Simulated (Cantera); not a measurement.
# Thermodynamics of fluorocarbon and chlorocarbon gases, feed c-C₄F₈ + CH₄ + H₂

Input: 1 mol c-C₄F₈, 0.025 mol CH₄, 0.17 mol H₂, at 575 °C and 11.0 mbar.

Cantera equilibrium calculation (NASA polynomials, part measured and part estimated; ideal gas, pure solids and liquids). Candidate condensed phases: C, C₆H₆, C₇H₈, C₈H₁₈; 95 gas species. The feed counts by its element totals alone. Condensed phases not in the tables: fluorocarbon polymer. Gases not in the tables: C₂F₆ and larger saturated fluorocarbons. Equilibrium is a limit: real reactors are often held back by kinetics, nucleation or transport.

```yaml
x(CF₄): 0.811
x(HF): 0.189
n(C(graphite)): 2.13 mol
gas_amount: 2.330 mol
```
